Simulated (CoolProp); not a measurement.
Values from CoolProp's reference Helmholtz-energy equation of state, Tillner-Roth 1997.

Q: For CH2F2 (R32), give the phase and the cv (kJ/(kg K)), speed of sound (m/s), Joule-Thomson coefficient (K/MPa), Prandtl number at 435 K and 0.183 MPa; 435 K and 0.628 MPa; 435 K and 7.4 MPa.

A: 
- 435 K and 0.183 MPa: gas; cv 0.886, speed of sound 286, Joule-Thomson coefficient 7.77, Prandtl number 0.755
- 435 K and 0.628 MPa: gas; cv 0.893, speed of sound 283, Joule-Thomson coefficient 7.72, Prandtl number 0.752
- 435 K and 7.4 MPa: supercritical; cv 0.999, speed of sound 249, Joule-Thomson coefficient 6.54, Prandtl number 0.865

Viscosity comes from a separate model (Bell 2016), an estimate that may be off by 10 % or more. Thermal conductivity comes from a separate model (Huber 2003), an estimate that may be off by 10 % or more.
